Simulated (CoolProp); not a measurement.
Vapour-liquid equilibrium of ethylene (1) + n-perfluorobutane (2) at 254.3 K; x and y are mole fractions of (1).

Values from CoolProp's multi-fluid Helmholtz-energy mixture model, Smukala 2000 and Gao 2022; pair parameters Bell 2016.

```json
[
 {"x": "0.05", "bubble pressure, mixture model (bar)": "2.671", "bubble pressure, Raoult's law (bar)": "1.765", "y, mixture model": "0.812", "y, Raoult's law": "0.738"},
 {"x": "0.125", "bubble pressure, mixture model (bar)": "6.211", "bubble pressure, Raoult's law (bar)": "3.682", "y, mixture model": "0.915", "y, Raoult's law": "0.884"},
 {"x": "0.2", "bubble pressure, mixture model (bar)": "9.589", "bubble pressure, Raoult's law (bar)": "5.598", "y, mixture model": "0.942", "y, Raoult's law": "0.930"},
 {"x": "0.275", "bubble pressure, mixture model (bar)": "12.42", "bubble pressure, Raoult's law (bar)": "7.515", "y, mixture model": "0.954", "y, Raoult's law": "0.953"},
 {"x": "0.35", "bubble pressure, mixture model (bar)": "14.55", "bubble pressure, Raoult's law (bar)": "9.431", "y, mixture model": "0.959", "y, Raoult's law": "0.966"},
 {"x": "0.425", "bubble pressure, mixture model (bar)": "16.03", "bubble pressure, Raoult's law (bar)": "11.35", "y, mixture model": "0.963", "y, Raoult's law": "0.975"},
 {"x": "0.5", "bubble pressure, mixture model (bar)": "17.05", "bubble pressure, Raoult's law (bar)": "13.26", "y, mixture model": "0.965", "y, Raoult's law": "0.982"},
 {"x": "0.575", "bubble pressure, mixture model (bar)": "17.85", "bubble pressure, Raoult's law (bar)": "15.18", "y, mixture model": "0.966", "y, Raoult's law": "0.986"},
 {"x": "0.65", "bubble pressure, mixture model (bar)": "18.62", "bubble pressure, Raoult's law (bar)": "17.10", "y, mixture model": "0.968", "y, Raoult's law": "0.990"},
 {"x": "0.725", "bubble pressure, mixture model (bar)": "19.54", "bubble pressure, Raoult's law (bar)": "19.01", "y, mixture model": "0.971", "y, Raoult's law": "0.993"},
 {"x": "0.8", "bubble pressure, mixture model (bar)": "20.74", "bubble pressure, Raoult's law (bar)": "20.93", "y, mixture model": "0.975", "y, Raoult's law": "0.995"},
 {"x": "0.875", "bubble pressure, mixture model (bar)": "22.32", "bubble pressure, Raoult's law (bar)": "22.85", "y, mixture model": "0.982", "y, Raoult's law": "0.997"},
 {"x": "0.95", "bubble pressure, mixture model (bar)": "24.38", "bubble pressure, Raoult's law (bar)": "24.76", "y, mixture model": "0.991", "y, Raoult's law": "0.999"}
]
```

The largest gap from Raoult's law is +71.3 % in bubble pressure, at x = 0.2. No azeotrope shows between x = 0.05 and 0.95.

Pair parameters are fitted to limited data, so mixtures are less certain than the pure fluids. The gap from Raoult's law changes sign with composition, which may be real or a fault of the pair parameters; it wasn't checked against measurements. With so large a gap from Raoult's law the liquid may split in two, which this calculation doesn't test in full.
